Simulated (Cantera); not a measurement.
Input: 1 mol CH3Cl, 0.22 mol CH4, held at 1573.15 K and 5.70 mbar.

Method: chemical equilibrium by Gibbs-energy minimisation in Cantera with the NASA 1993 tables (ideal gas, pure condensed phases). Candidate condensed phases: C, C6H6, C7H8, C8H18; 91 gas species. Equilibrium is a limit: real reactors are often held back by kinetics, nucleation or transport.

Problem. What is the equilibrium state?

Solution. 
```
Item                     Value
-------------------  ---------
x(H2)                    0.590
x(HCl)                   0.409
x(H)                  0.000414
x(Cl)                 0.000229
x(C2H2 (acetylene))    1.22e-5
x(CH4)                 3.64e-6
n(C(graphite))        1.22 mol
gas amount           2.441 mol
```
